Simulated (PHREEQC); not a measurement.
Solution (25 °C): 0.93 mol/kgw MgCl2, 0.55 mol/kgw SrCl2 and 2.2e-05 mol/kgw H4SiO4. Closed to the air; pH follows from the charge balance.

The numbers come from PHREEQC with the Pitzer model, pitzer.dat.

| Quantity | Value |
|---|---|
| pH | 5.73 |
| ionic strength | 4.44 mol/kgw |
| activity of water | 0.906 |
| density | 1.133 g/cm³ |
| osmotic coefficient | 1.241 |

| species | molality | activity | log γ |
|---|---|---|---|
| Cl- | 2.96 | 1.73 | -0.234 |
| Mg+2 | 0.930 | 0.926 | -0.002 |
| Sr+2 | 0.550 | 0.359 | -0.186 |
| H4SiO4 | 2.20e-5 | 3.42e-5 | 0.192 |
| H+ | 8.18e-7 | 1.86e-6 | 0.357 |
| MgOH+ | 7.48e-7 | 6.99e-7 | -0.029 |
| OH- | 5.02e-8 | 4.92e-9 | -1.009 |
| H3SiO4- | 2.05e-8 | 2.71e-9 | -0.880 |

No solid was allowed to form. In brines, pH and single-ion activities rest on the MacInnes convention.
